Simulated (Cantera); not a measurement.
Charge: 1 mol Si3N4, 0.91 mol O2, 48 mol N2, at 0.000240 bar.

Equilibrium computed with Cantera from the NASA thermochemical tables; the gas is ideal and each condensed phase is pure. Candidate condensed phases: Si, SiO2, Si2N2O, Si3N4; 16 gas species. Mutual solubility and eutectic melting of coexisting phases are not modelled. The tables hold silica as quartz up to 1696 K and as liquid above; real silica turns to tridymite and cristobalite and melts near 1996 K. Rates play no part.

Q: What share of the Si ends up in condensed phases as a function of T (K), at 825, 975, 1125, 1275, 1425, 1575, 1725?

A: 
```json
[
 {"T (K)": "825", "Si condensed (%)": "100.0", "as": "SiO2(α-quartz) + Si2N2O(s)"},
 {"T (K)": "975", "Si condensed (%)": "100.0", "as": "SiO2(β-quartz) + Si2N2O(s)"},
 {"T (K)": "1125", "Si condensed (%)": "100.0", "as": "SiO2(β-quartz) + Si2N2O(s)"},
 {"T (K)": "1275", "Si condensed (%)": "99.8", "as": "SiO2(β-quartz) + Si2N2O(s)"},
 {"T (K)": "1425", "Si condensed (%)": "78.7", "as": "Si2N2O(s)"},
 {"T (K)": "1575", "Si condensed (%)": "67.8", "as": "Si2N2O(s) + Si3N4(s)"},
 {"T (K)": "1725", "Si condensed (%)": "31.6", "as": "Si(l)"}
]
```
